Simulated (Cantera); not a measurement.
An isothermal, constant-pressure homogeneous reactor starts with CH₄ : H₂ : CO₂ = 0.0095 : 1 : 0.019 (molar parts), at 2925 K and 1330 Pa.

Detailed kinetics in Cantera: GRI-Mech 3.0 (53 species, 325 reactions). Radical loss at walls, strong at low pressure, is not modelled.

x: mole fraction; the columns are a selection and need not sum to one.

```
t (s)        x CH₄   x H₂    x CO₂    x C₂H₆       x O     x CH₃
--------  --------  -----  -------  --------  --------  --------
5.00e-6    0.00904  0.972   0.0185  3.73e-10   4.11e-8  0.000191
2.20e-5    0.00873  0.971   0.0184   1.04e-8   4.42e-8  0.000496
9.68e-5    0.00786  0.964   0.0176   7.45e-8   1.18e-7   0.00129
0.000426   0.00525  0.933  0.00870   1.93e-7   2.40e-6   0.00291
0.00188          ?  0.892        ?         ?         ?         ?
0.00826   0.000104  0.856  4.05e-5  2.69e-10   3.36e-5  0.000216
0.0363    2.57e-10      ?        ?    <1e-12         ?         ?
0.160       <1e-12  0.526  2.76e-5    <1e-12  0.000694  1.17e-11
0.704       <1e-12  0.351  2.09e-5    <1e-12   0.00174  1.34e-12
3.10        <1e-12  0.341  2.04e-5    <1e-12   0.00183  1.17e-12
13.6        <1e-12  0.341  2.04e-5    <1e-12   0.00183  1.17e-12
60.0        <1e-12  0.341  2.04e-5    <1e-12   0.00183  1.17e-12
```

Question: Some entries are withheld; supply them.

Answer: 
- 0.00188, x CH₄: 0.000847
- 0.00188, x CO₂: 4.86e-5
- 0.00188, x C₂H₆: 1.17e-8
- 0.00188, x O: 1.74e-5
- 0.00188, x CH₃: 0.00106
- 0.0363, x H₂: 0.757
- 0.0363, x CO₂: 3.25e-5
- 0.0363, x O: 0.000109
- 0.0363, x CH₃: 1.16e-9
